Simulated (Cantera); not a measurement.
A closed system holds: 1 mol V2O5, 2.1 mol H2, 0.035 mol H2O, at 1975 °C and 10.0 Torr.

Equilibrium computed with Cantera from the NASA thermochemical tables; the gas is ideal and each condensed phase is pure. Candidate condensed phases: H2O, V, VO, V2O3, V2O4, V2O5; 12 gas species. Condensed phases not in the tables: the oxides between V2O3 and V2O5 other than VO2. Equilibrium is a limit: real reactors are often held back by kinetics, nucleation or transport.

Base state: H2O 0.574, VO2 0.231, H2 0.151, H 0.0248, OH 0.0141, O2 0.00253, O 0.00159, VO 0.000530 (mole fractions); condensed: V2O3(s).

**Question.** What changes in the equilibrium state with this change: temperature from 1975 °C to 875 °C?

**Answer.** 
| species | before | after |
|---|---|---|
| H2O | 0.574 | 0.953 |
| H2 | 0.151 | 0.0468 |
| H | 0.0248 | 1.35e-7 |
| VO2 | 0.231 | <1e-9 |
| OH | 0.0141 | 1.64e-8 |
| O2 | 0.00253 | <1e-9 |
| O | 0.00159 | <1e-9 |
| VO | 0.000530 | <1e-9 |
| V2O3(s), mol | 0.669 | 1.00 |

**Question.** What changes in the equilibrium state with this change: temperature from 1975 °C to 1777 °C?

**Answer.** 
| species | before | after |
|---|---|---|
| H2O | 0.574 | 0.875 |
| H2 | 0.151 | 0.0700 |
| VO2 | 0.231 | 0.0400 |
| H | 0.0248 | 0.00520 |
| OH | 0.0141 | 0.00710 |
| VO | 0.000530 | 1.61e-5 |
| O | 0.00159 | 0.000381 |
| O2 | 0.00253 | 0.00204 |
| V2O3(s), mol | 0.669 | 0.955 |
